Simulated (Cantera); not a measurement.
Mixture: CH₃OH : O₂ : N₂ = 1 : 0.882 : 3.32 (molar parts), equivalence ratio 1.7, at 5.70 bar, adiabatic and at constant pressure. Ignition delay is the time to a rise of 400 K.

Detailed kinetics in Cantera: GRI-Mech 3.0 (53 species, 325 reactions). GRI-Mech 3.0 was tuned for natural gas; its chemistry of methanol as a main component is partial and can be far from experiment.

Task: Predict: delay at 1148 K; delay at 1248 K; delay at 1348 K; delay at 1448 K; delay at 1548 K; apparent activation energy between 1448 and 1548 K.

Result: 
- delay at 1148 K = 4.99 ms
- delay at 1248 K = 0.922 ms
- delay at 1348 K = 0.225 ms
- delay at 1448 K = 69.2 µs
- delay at 1548 K = 26.0 µs
- apparent activation energy between 1448 and 1548 K = 180 kJ/mol
